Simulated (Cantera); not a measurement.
## Stirred combustor or abatement burner

A perfectly stirred reactor is fed with CH₃OH : O₂ : N₂ : H₂O = 1 : 1.15 : 4.34 : 0.18 (molar parts), at 1.00 atm; it is adiabatic with a 473 K inlet, and is followed from long to short residence time, starting on the burning branch (τ in s: 0.025, 0.013, 0.0068, 0.0035, 0.0018, 0.00095, 0.00049, 0.00025, 0.00013, 6.9e-05, 3.6e-05).

Cantera simulation using GRI-Mech 3.0 (53 species, 325 reactions); the numbers are that mechanism's predictions, not measurements. GRI-Mech 3.0 was tuned for natural gas; its chemistry of methanol as a main component is partial and can be far from experiment.

| τ (s) | T (K) | x CH₃OH | x O₂ | x H₂O | x CH₄ | x HO₂ | x CO |
|---|---|---|---|---|---|---|---|
| 0.025 | 2118 | 2.91e-6 | 0.000685 | 0.248 | 8.42e-7 | 3.38e-7 | 0.0569 |
| 0.013 | 2102 | 4.46e-6 | 0.00106 | 0.247 | 1.04e-6 | 5.44e-7 | 0.0570 |
| 0.0068 | 2081 | 6.87e-6 | 0.00159 | 0.245 | 1.40e-6 | 8.42e-7 | 0.0573 |
| 0.0035 | 2055 | 1.09e-5 | 0.00233 | 0.242 | 2.09e-6 | 1.27e-6 | 0.0577 |
| 0.0018 | 2024 | 1.79e-5 | 0.00327 | 0.239 | 3.42e-6 | 1.88e-6 | 0.0582 |
| 0.00095 | 1993 | 2.96e-5 | 0.00437 | 0.237 | 5.91e-6 | 2.70e-6 | 0.0590 |
| 0.00049 | 1959 | 5.22e-5 | 0.00579 | 0.234 | 1.12e-5 | 4.00e-6 | 0.0602 |
| 0.00025 | 1923 | 9.85e-5 | 0.00777 | 0.232 | 2.29e-5 | 6.48e-6 | 0.0625 |
| 0.00013 | 1882 | 0.000200 | 0.0110 | 0.230 | 5.05e-5 | 1.27e-5 | 0.0670 |
| 6.9e-5 | 1810 | 0.000514 | 0.0186 | 0.228 | 0.000141 | 4.06e-5 | 0.0774 |
| 3.6e-5 | 473 | 0.150 | 0.172 | 0.0270 | <1e-12 | <1e-12 | <1e-12 |
x: mole fraction; the columns are a selection and need not sum to one.
